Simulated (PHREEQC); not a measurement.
0.073 g of hydrous ferric oxide (600 m²/g; 0.2 weak and 0.005 strong sites per Fe, Dzombak-Morel constants, diffuse double layer) in 1 kg of water with 0.001 mol/kgw of an inert sodium salt and 0.00075 mmol/kgw NiCl2, at 25 °C; the pH is set by adding NaOH or the inert anion's acid. O2 is buffered at 0.21 atm. CO2 from the air is kept out. No solid was allowed to form.

Equilibrium calculation in PHREEQC: ion-association model, wateq4f.dat.

```
pH     Ni sorbed (%)  surface charge σ (C/m²)  surface potential ψ (mV)
-----  -------------  -----------------------  ------------------------
4                0.0                    0.118                       210
4.67             0.0                    0.068                       184
5.33             0.4                    0.037                       154
6                6.0                    0.019                       119
6.67            53.4                      ___                       ___
7.33            95.4                    0.004                        45
8               99.8                    0.000                         7
8.67           100.0                   -0.002                       -32
9.33           100.0                   -0.007                       ___
10             100.0                      ___                      -107
10.67          100.0                   -0.035                      -141
11.33          100.0                   -0.085                       ___
12             100.0                   -0.199                      -176
```

Q: What belongs in the gaps?

A: 
- 6.67, surface charge σ (C/m²): 0.009
- 6.67, surface potential ψ (mV): 83
- 9.33, surface potential ψ (mV): -70
- 10, surface charge σ (C/m²): -0.015
- 11.33, surface potential ψ (mV): -166

Complexes and solids missing from the database can't appear.
